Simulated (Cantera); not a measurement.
# Premixed flame

A freely propagating, adiabatic, planar premixed flame of CH3OH : O2 : N2 = 1 : 1.25 : 4.75 (molar parts), unburnt at 650 K and 100.0 Torr; unity-Lewis-number transport, grid criteria slope 0.08 and curve 0.16, no radiation.

Detailed kinetics in Cantera: GRI-Mech 3.0 (53 species, 325 reactions). GRI-Mech 3.0 was tuned for natural gas; its chemistry of methanol as a main component is partial and can be far from experiment. Unity Lewis numbers drop preferential diffusion, which matters most where H2 and H carry the flame. Burning velocities carry a grid error of a few per cent, more on coarse grids.

```csv
z (mm),T (K),u (m/s),x CH3OH,x O2,x C2H6,x CH2CO,x C2H,x C2H4
-6.48,651,1.23,0.143,0.178,<1e-8,<1e-8,<1e-8,<1e-8
-4.32,655,1.24,0.142,0.178,<1e-8,4.65e-8,<1e-8,1.79e-8
-3.24,667,1.26,0.141,0.177,<1e-8,1.60e-7,<1e-8,6.18e-8
-2.16,728,1.39,0.132,0.169,4.04e-8,7.37e-7,<1e-8,2.85e-7
-1.08,1036,2.06,0.0901,0.131,2.03e-7,3.71e-6,<1e-8,1.43e-6
-0.540,1377,2.86,0.0442,0.0892,3.69e-7,6.98e-6,<1e-8,2.68e-6
0,1745,3.80,0.00380,0.0461,2.43e-7,9.15e-6,<1e-8,3.22e-6
0.540,1838,4.02,7.30e-6,0.0249,<1e-8,7.57e-7,<1e-8,2.10e-7
1.08,1857,4.06,<1e-8,0.0189,<1e-8,2.15e-8,<1e-8,<1e-8
2.16,1884,4.11,<1e-8,0.0161,<1e-8,<1e-8,<1e-8,<1e-8
4.32,1920,4.18,<1e-8,0.0147,<1e-8,<1e-8,<1e-8,<1e-8
8.64,1972,4.28,<1e-8,0.0132,<1e-8,<1e-8,<1e-8,<1e-8
17.3,2041,4.40,<1e-8,0.0113,<1e-8,<1e-8,<1e-8,<1e-8
```
x: mole fraction of selected species; z is measured from the peak of heat release.

The laminar burning velocity is 123 cm/s and the thermal thickness is 2.16 mm. The peak x(C2H6) is 4.08e-7 and the peak x(CH2CO) is 9.87e-6. The peak x(C2H) comes out as <1e-8 and the peak x(C2H4) is 3.57e-6.
